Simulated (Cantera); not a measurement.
SiCl4 + HCl + N2 (silicon epitaxy and polysilicon growth)

A closed system holds: 1 mol SiCl4, 2.5 mol HCl, a varied amount of N2, at 1150 K and 0.00160 bar.

These are equilibrium values from Cantera (NASA tables, ideal gas, pure condensed phases), not measurements of a reactor. Candidate condensed phases: NH4Cl, Si, Si3N4; 28 gas species. The tables' values for SiCl3 are old estimates; treat these amounts as uncertain. Kinetics and transport are ignored.

From 23 mol N2 to 150 mol N2 nothing is condensed. The main Si-bearing gas is SiCl4 throughout.

| n(N2) (mol) | x N2 | x HCl | x SiCl4 | x Cl | x SiCl3 | x H2 |
|---|---|---|---|---|---|---|
| 23 | 0.868 | 0.0943 | 0.0377 | 6.08e-5 | 4.79e-5 | 6.50e-6 |
| 30 | 0.895 | 0.0746 | 0.0298 | 5.36e-5 | 4.30e-5 | 5.22e-6 |
| 39 | 0.918 | 0.0588 | 0.0235 | 4.73e-5 | 3.84e-5 | 4.18e-6 |
| 52 | 0.937 | 0.0450 | 0.0180 | 4.11e-5 | 3.39e-5 | 3.24e-6 |
| 68 | 0.951 | 0.0350 | 0.0140 | 3.60e-5 | 3.00e-5 | 2.55e-6 |
| 89 | 0.962 | 0.0270 | 0.0108 | 3.15e-5 | 2.65e-5 | 1.99e-6 |
| 120 | 0.972 | 0.0202 | 0.00807 | 2.71e-5 | 2.30e-5 | 1.50e-6 |
| 150 | 0.977 | 0.0163 | 0.00649 | 2.43e-5 | 2.07e-5 | 1.21e-6 |
x: gas mole fraction; nothing condenses.
